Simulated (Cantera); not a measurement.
An adiabatic, constant-pressure homogeneous reactor starts with C₃H₈ : O₂ : N₂ : H₂O = 1 : 4.55 : 17.1 : 2.4 (molar parts), at 1123 K and 9.87 atm. Integrator tolerance rtol = 1e-08.

Cantera simulation using GRI-Mech 3.0 (53 species, 325 reactions); the numbers are that mechanism's predictions, not measurements. GRI-Mech 3.0 was tuned for natural gas; its chemistry of propane as a main component is partial and can be far from experiment.

### Question
What does this change do: pressure from 9.87 atm to 17.8 atm?

### Answer
```
quantity                                                            before                                    after
---------------------------------  ---------------------------------------  ---------------------------------------
time of steepest temperature rise                                  6.84 ms                                  3.97 ms
temperature at 0.100 s                                              2642 K                                   2664 K
equilibrium temperature                                             2642 K                                   2664 K
x(C₃H₈) at 0.100 s                   <1e-12 (gas-phase equilibrium <1e-12)    <1e-12 (gas-phase equilibrium <1e-12)
x(O₂) at 0.100 s                   0.00335 (gas-phase equilibrium 0.00335)  0.00259 (gas-phase equilibrium 0.00259)
x(H₂O) at 0.100 s                      0.221 (gas-phase equilibrium 0.221)      0.223 (gas-phase equilibrium 0.223)
x(CH₂O) at 0.100 s                 1.82e-9 (gas-phase equilibrium 1.82e-9)  2.96e-9 (gas-phase equilibrium 2.96e-9)
x(CH₂CO) at 0.100 s                  <1e-12 (gas-phase equilibrium <1e-12)    <1e-12 (gas-phase equilibrium <1e-12)
x(NO) at 0.100 s                   0.00332 (gas-phase equilibrium 0.00332)  0.00302 (gas-phase equilibrium 0.00302)
x(CO) at 0.100 s                     0.0327 (gas-phase equilibrium 0.0327)    0.0314 (gas-phase equilibrium 0.0314)
```
The pressure lies above the range GRI-Mech 3.0 was tuned for (to about 10 atm).

### Question
What does this change do: initial temperature 1123 to 1675 K?

### Answer
```tsv
quantity	before	after
time of steepest temperature rise	6.84 ms	5.09 µs
temperature at 0.100 s	2642 K	2912 K
equilibrium temperature	2642 K	2912 K
x(C₃H₈) at 0.100 s	<1e-12 (gas-phase equilibrium <1e-12)	<1e-12 (gas-phase equilibrium <1e-12)
x(O₂) at 0.100 s	0.00335 (gas-phase equilibrium 0.00335)	0.00986 (gas-phase equilibrium 0.00986)
x(H₂O) at 0.100 s	0.221 (gas-phase equilibrium 0.221)	0.203 (gas-phase equilibrium 0.203)
x(CH₂O) at 0.100 s	1.82e-9 (gas-phase equilibrium 1.82e-9)	4.11e-9 (gas-phase equilibrium 4.11e-9)
x(CH₂CO) at 0.100 s	<1e-12 (gas-phase equilibrium <1e-12)	<1e-12 (gas-phase equilibrium <1e-12)
x(NO) at 0.100 s	0.00332 (gas-phase equilibrium 0.00332)	0.00827 (gas-phase equilibrium 0.00827)
x(CO) at 0.100 s	0.0327 (gas-phase equilibrium 0.0327)	0.0476 (gas-phase equilibrium 0.0476)
```

### Question
What does this change do: initial temperature 1123 to 1375 K?

### Answer
```json
[
 {"quantity": "time of steepest temperature rise", "before": "6.84 ms", "after": "0.105 ms"},
 {"quantity": "temperature at 0.100 s", "before": "2642 K", "after": "2772 K"},
 {"quantity": "equilibrium temperature", "before": "2642 K", "after": "2772 K"},
 {"quantity": "x(C₃H₈) at 0.100 s", "before": "<1e-12 (gas-phase equilibrium <1e-12)", "after": "<1e-12 (gas-phase equilibrium <1e-12)"},
 {"quantity": "x(O₂) at 0.100 s", "before": "0.00335 (gas-phase equilibrium 0.00335)", "after": "0.00618 (gas-phase equilibrium 0.00618)"},
 {"quantity": "x(H₂O) at 0.100 s", "before": "0.221 (gas-phase equilibrium 0.221)", "after": "0.214 (gas-phase equilibrium 0.214)"},
 {"quantity": "x(CH₂O) at 0.100 s", "before": "1.82e-9 (gas-phase equilibrium 1.82e-9)", "after": "2.67e-9 (gas-phase equilibrium 2.67e-9)"},
 {"quantity": "x(CH₂CO) at 0.100 s", "before": "<1e-12 (gas-phase equilibrium <1e-12)", "after": "<1e-12 (gas-phase equilibrium <1e-12)"},
 {"quantity": "x(NO) at 0.100 s", "before": "0.00332 (gas-phase equilibrium 0.00332)", "after": "0.00545 (gas-phase equilibrium 0.00545)"},
 {"quantity": "x(CO) at 0.100 s", "before": "0.0327 (gas-phase equilibrium 0.0327)", "after": "0.0393 (gas-phase equilibrium 0.0393)"}
]
```
